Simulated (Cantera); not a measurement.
Charge: 1 mol Si(CH₃)₄, 0.035 mol HCl, 26 mol H₂, equilibrated at 0.380 bar.

These are equilibrium values from Cantera (NASA tables, ideal gas, pure condensed phases), not measurements of a reactor. Candidate condensed phases: C, C₆H₆, C₇H₈, C₈H₁₈, Si, SiC; 109 gas species. Gases not in the tables: Si₂H₆ and higher silanes. Equilibrium is a limit: real reactors are often held back by kinetics, nucleation or transport.

x: gas mole fraction; n: condensed amount in mol.

| T (K) | x H₂ | x H | x C₂H₂ (acetylene) | x HCl | n C(graphite) | n SiC(s) |
|---|---|---|---|---|---|---|
| 1500 | 0.998 | ___ | 9.01e-6 | 0.00109 | 2.97 | 1.000 |
| 1600 | 0.998 | ___ | 2.75e-5 | 0.00109 | 2.98 | 1.000 |
| 1700 | 0.998 | ___ | 7.33e-5 | 0.00109 | 2.98 | 1.000 |
| 1800 | 0.998 | ___ | 0.000175 | 0.00109 | 2.98 | 1.000 |
| 1900 | 0.997 | ___ | 0.000381 | 0.00109 | 2.97 | 1.000 |
| 2000 | 0.995 | ___ | 0.000765 | 0.00109 | 2.95 | 0.999 |
| 2100 | 0.992 | ___ | 0.00143 | 0.00109 | 2.90 | 0.998 |

Task: Complete the blanks.

Result: 
- 1500, x H: 2.85e-5
- 1600, x H: 8.81e-5
- 1700, x H: 0.000239
- 1800, x H: 0.000580
- 1900, x H: 0.00129
- 2000, x H: 0.00263
- 2100, x H: 0.00503
